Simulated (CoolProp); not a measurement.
n-dodecane along the isobar 8.37 bar: density (kg/m³) from the reference equation and from simpler models built on Tc = 385.0 °C, pc = 18.18 bar, ω = 0.574; each cubic takes its own stable root.

The numbers come from the reference Helmholtz-energy equation of state, Lemmon 2004 in CoolProp. It is a short technical equation, of lower accuracy than the large ones.

```csv
T (°C),phase,reference
140.45,liquid,659.9
169.95,liquid,636.2
199.45,liquid,611.2
228.85,liquid,584.3
258.35,liquid,554.7
287.85,liquid,520.7
317.35,liquid,479.4
346.85,gas,38.34
```

**Question.** How far does each simpler model (Redlich-Kwong, Soave-Redlich-Kwong) lie from the reference over these 8 states: mean and median of the absolute difference, and the worst?

**Answer.** 
- Redlich-Kwong: mean 31.1 %, median 24.5 %, worst -91.7 % at 317.35 °C and 8.37 bar
- Soave-Redlich-Kwong: mean 16.6 %, median 17.8 %, worst -20.7 % at 317.35 °C and 8.37 bar

At some of these states Redlich-Kwong gives the other phase, because its saturation line lies elsewhere.
